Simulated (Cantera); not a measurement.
A closed system holds: 1 mol PbO, 1.5 mol H₂, at 1298 K and 25000 Pa.

Equilibrium computed with Cantera from the NASA thermochemical tables; the gas is ideal and each condensed phase is pure. Candidate condensed phases: H₂O, Pb, PbO, PbO₂, Pb₃O₄; 12 gas species. Rates play no part.

Base state: H₂O 0.660, H₂ 0.330, Pb 0.0102 (mole fractions); condensed: Pb(l).

Question: What changes in the equilibrium state with this change: pressure from 25000 Pa to 7500 Pa?

Answer: 
| species | before | after |
|---|---|---|
| H₂O | 0.660 | 0.644 |
| H₂ | 0.330 | 0.322 |
| Pb | 0.0102 | 0.0341 |
| Pb(l), mol | 0.984 | 0.947 |
